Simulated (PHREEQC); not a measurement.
A solution holds 67 mmol/kgw HF, 0.019 mmol/kgw Na2B4O7 and 2 mmol/kgw NaCl, at 25 °C. Closed to the air; pH follows from the charge balance.

Model: ion-association model, phreeqc.dat, run in PHREEQC.

| Quantity | Value |
|---|---|
| pH | 2.16 |
| ionic strength | 0.00962 mol/kgw |
| total alkalinity | -67.0 meq/kg |

```csv
species,molality,activity,log γ
HF,0.0578,0.0579,0.001
H+,0.00758,0.00694,-0.039
F-,0.00617,0.00557,-0.045
Na+,0.00203,0.00184,-0.043
Cl-,0.00200,0.00180,-0.045
HF2-,0.00137,0.00124,-0.044
BF4-,7.55e-5,6.82e-5,-0.044
NaF,5.88e-6,5.89e-6,0.001
BF3OH-,4.79e-7,4.33e-7,-0.044
BF2(OH)2-,1.13e-8,1.02e-8,-0.044
H3BO3,1.11e-9,1.11e-9,0.001
```

This is a speciation only: nothing precipitates in the calculation. Real BF4- forms and hydrolyses slowly; the run takes it at equilibrium.
